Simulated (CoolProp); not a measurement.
Vapour-liquid equilibrium of CHF3 (R23) (1) + C2F6 (R116) (2) at 1.64 MPa; x and y are mole fractions of (1).

Computed with CoolProp (multi-fluid Helmholtz-energy mixture model, Penoncello 2003 and Lemmon 2006; pair parameters Bell 2016).

Question: Give the bubble temperature and the first vapour's composition at x = 0.35, 0.55, 0.85. Is there an azeotrope?

Answer: x = 0.35: 255.3 K, y = 0.449; x = 0.55: 253.5 K, y = 0.582; x = 0.85: 254.7 K, y = 0.800. y crosses x between x = 0.55 and 0.65: the model has an azeotrope there.

The pair parameters rest on a limited set of measurements; away from them the model extrapolates.
